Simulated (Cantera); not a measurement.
Input (Python, Cantera):

```python
import numpy as np
import cantera as ct

gas = ct.Solution("SiF4_NH3_mec.yaml", "gas")
gas.TPX = 1950, 29000, {'NH3': 1, 'N2': 0.22}
inlet = ct.Reservoir(gas, clone=True)

reactor = ct.IdealGasConstPressureReactor(gas, energy="off", clone=False)
exhaust = ct.Reservoir(gas, clone=True)
tau = [9.3, 1.6, 0.27, 0.047, 0.0081, 0.0014, 0.00024][0]
for a, b in ((inlet, reactor), (reactor, exhaust)):
    ct.MassFlowController(a, b, mdot=lambda t: reactor.mass / tau)
net = ct.ReactorNet([reactor])
show = ['NH3', 'N', 'N2', 'N2H2', 'NH2']

rows = []
print(f"{'tau/s':>10s}{'T/K':>9s}" + "".join(f"{s:>11s}" for s in show))
for tau in [9.3, 1.6, 0.27, 0.047, 0.0081, 0.0014, 0.00024]:
    net.initial_time = 0.0
    net.advance(30 * tau)
    before = gas.X
    net.advance(40 * tau)
    drift = np.max(np.abs(gas.X - before) / (gas.X + 1e-9))
    rows.append([gas.T, *gas[show].X, drift])
    print(f"{tau:10.3e}{gas.T:9.1f}" + "".join(f"{x:11.3e}" for x in gas[show].X))
```

Result:

```
     tau/s      T/K        NH3          N         N2       N2H2        NH2
 9.300e+00   1950.0  1.519e-02  5.097e-07  3.215e-01  3.818e-08  6.012e-05
 1.600e+00   1950.0  7.495e-02  5.326e-07  3.110e-01  2.447e-07  1.787e-04
 2.700e-01   1950.0  2.906e-01  4.897e-07  2.731e-01  1.257e-06  4.446e-04
 4.700e-02   1950.0  6.177e-01  3.406e-07  2.155e-01  3.523e-06  7.488e-04
 8.100e-03   1950.0  7.762e-01  1.168e-07  1.876e-01  4.941e-06  9.254e-04
 1.400e-03   1950.0  8.122e-01  2.054e-08  1.813e-01  4.380e-06  9.154e-04
 2.400e-04   1950.0  8.186e-01  2.748e-09  1.803e-01  1.389e-06  5.396e-04
```

Detailed kinetics in Cantera: the gas-phase N/H chemistry of the illustrative SiF4/NH3 mechanism in the Surface Chemkin manual (1991). Walls and surfaces, which speed up NH3 decomposition in real reactors, are not modelled.
